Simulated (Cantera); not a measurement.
## Catalytic combustion on Pt

An isothermal plug-flow reactor at 475 K and 0.240 bar (inlet), inlet velocity 1.9 m/s, active area per volume 1700 1/m; feed 1.66 % H2, 16.6 % O2, 81.8 % N2, equivalence ratio 0.050.

Detailed kinetics in Cantera: Deutschmann's 1995 Pt surface mechanism with GRI-Mech 3.0 gas chemistry. Catalytic surfaces can have several steady states; this one follows from the mechanism file's or the stated starting coverage. Mass transfer to the wall is taken as infinitely fast.

| z (m) | x H2 | x O2 | x H2O | θ free Pt | θ O* | θ OH* |
|---|---|---|---|---|---|---|
| 0.00057 | 0.00564 | 0.161 | 0.0110 | 0.0497 | 0.929 | 0.0215 |
| 0.00095 | 0.00390 | 0.160 | 0.0128 | 0.0345 | 0.947 | 0.0189 |
| 0.0016 | 0.00255 | 0.160 | 0.0141 | 0.0226 | 0.961 | 0.0159 |
| 0.0027 | 0.00160 | 0.159 | 0.0151 | 0.0143 | 0.973 | 0.0130 |
| 0.0044 | 0.00102 | 0.159 | 0.0157 | 0.00907 | 0.980 | 0.0105 |
| 0.0074 | 0.000618 | 0.159 | 0.0161 | 0.00552 | 0.986 | 0.00828 |
| 0.012 | 0.000386 | 0.159 | 0.0163 | 0.00345 | 0.990 | 0.00659 |
| 0.021 | 0.000222 | 0.159 | 0.0165 | 0.00199 | 0.993 | 0.00503 |
| 0.034 | 0.000138 | 0.159 | 0.0166 | 0.00123 | 0.995 | 0.00397 |
| 0.057 | 8.25e-5 | 0.159 | 0.0166 | 0.000737 | 0.996 | 0.00308 |
x: gas mole fraction; θ: surface coverage.
